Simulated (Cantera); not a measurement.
Mixture: 9.52 % CH₄, 9.52 % CO, 17.0 % O₂, 63.9 % N₂, equivalence ratio 1.4, at 900 Torr, adiabatic and at constant pressure. Ignition delay is the time to a rise of 400 K.

Detailed kinetics in Cantera: GRI-Mech 3.0 (53 species, 325 reactions).

### Question
Predict: delay at 1123 K; delay at 1173 K; delay at 1223 K; delay at 1273 K; delay at 1323 K; delay at 1373 K; delay at 1423 K; apparent activation energy between 1323 and 1423 K.

### Answer
```json
{
 "delay at 1123 K": "0.263 s",
 "delay at 1173 K": "0.113 s",
 "delay at 1223 K": "50.7 ms",
 "delay at 1273 K": "23.8 ms",
 "delay at 1323 K": "11.6 ms",
 "delay at 1373 K": "5.88 ms",
 "delay at 1423 K": "3.11 ms",
 "apparent activation energy between 1323 and 1423 K": "210 kJ/mol"
}
```
